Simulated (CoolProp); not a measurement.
Computed with CoolProp (reference Helmholtz-energy equation of state, Bücker 2006).

Q: For ethane, give the phase and the cp (kJ/(kg K)) at 268.05 °C and 27.7 MPa; 285.55 °C and 2.21 MPa.

A: 
- 268.05 °C and 27.7 MPa: supercritical; cp 3.30
- 285.55 °C and 2.21 MPa: gas; cp 2.86
